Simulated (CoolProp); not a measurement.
Saturation properties of hexamethyldisiloxane (MM) (Tc = 245.6 °C, pc = 1.931 MPa, ω = 0.418).

The numbers come from the reference Helmholtz-energy equation of state, Thol 2016 in CoolProp.

```json
[
 {"T (°C)": "122.15", "p (MPa)": "0.1823", "enthalpy of vaporisation (kJ/kg)": "180.8", "liquid cp (kJ/(kg K))": "2.185", "vapour Z": "0.9040", "surface tension (mN/m)": "7.37"},
 {"T (°C)": "126.95", "p (MPa)": "0.2056", "enthalpy of vaporisation (kJ/kg)": "178.0", "liquid cp (kJ/(kg K))": "2.202", "vapour Z": "0.8956", "surface tension (mN/m)": "7.01"},
 {"T (°C)": "131.75", "p (MPa)": "0.2311", "enthalpy of vaporisation (kJ/kg)": "175.1", "liquid cp (kJ/(kg K))": "2.218", "vapour Z": "0.8866", "surface tension (mN/m)": "6.65"},
 {"T (°C)": "136.65", "p (MPa)": "0.2595", "enthalpy of vaporisation (kJ/kg)": "172.1", "liquid cp (kJ/(kg K))": "2.236", "vapour Z": "0.8768", "surface tension (mN/m)": "6.29"},
 {"T (°C)": "141.45", "p (MPa)": "0.2898", "enthalpy of vaporisation (kJ/kg)": "169.1", "liquid cp (kJ/(kg K))": "2.253", "vapour Z": "0.8668", "surface tension (mN/m)": "?"},
 {"T (°C)": "146.35", "p (MPa)": "0.3235", "enthalpy of vaporisation (kJ/kg)": "165.9", "liquid cp (kJ/(kg K))": "2.271", "vapour Z": "0.8559", "surface tension (mN/m)": "5.58"},
 {"T (°C)": "151.15", "p (MPa)": "0.3593", "enthalpy of vaporisation (kJ/kg)": "162.7", "liquid cp (kJ/(kg K))": "2.290", "vapour Z": "0.8447", "surface tension (mN/m)": "5.24"},
 {"T (°C)": "156.05", "p (MPa)": "0.3989", "enthalpy of vaporisation (kJ/kg)": "159.4", "liquid cp (kJ/(kg K))": "2.310", "vapour Z": "0.8327", "surface tension (mN/m)": "4.90"},
 {"T (°C)": "160.85", "p (MPa)": "0.4408", "enthalpy of vaporisation (kJ/kg)": "156.0", "liquid cp (kJ/(kg K))": "2.330", "vapour Z": "0.8202", "surface tension (mN/m)": "4.57"},
 {"T (°C)": "165.65", "p (MPa)": "0.4859", "enthalpy of vaporisation (kJ/kg)": "?", "liquid cp (kJ/(kg K))": "2.351", "vapour Z": "?", "surface tension (mN/m)": "?"},
 {"T (°C)": "170.55", "p (MPa)": "0.5356", "enthalpy of vaporisation (kJ/kg)": "148.7", "liquid cp (kJ/(kg K))": "2.374", "vapour Z": "0.7929", "surface tension (mN/m)": "3.91"}
]
```

Problem. Fill in the missing entries.

Solution. 
- 141.45, surface tension (mN/m): 5.94
- 165.65, enthalpy of vaporisation (kJ/kg): 152.4
- 165.65, vapour Z: 0.8070
- 165.65, surface tension (mN/m): 4.24

It boils at 100.5 °C under 1 atm.

Surface tension comes from a separate correlation (Mulero 2014), older than this fluid's equation and unchecked against measurements.
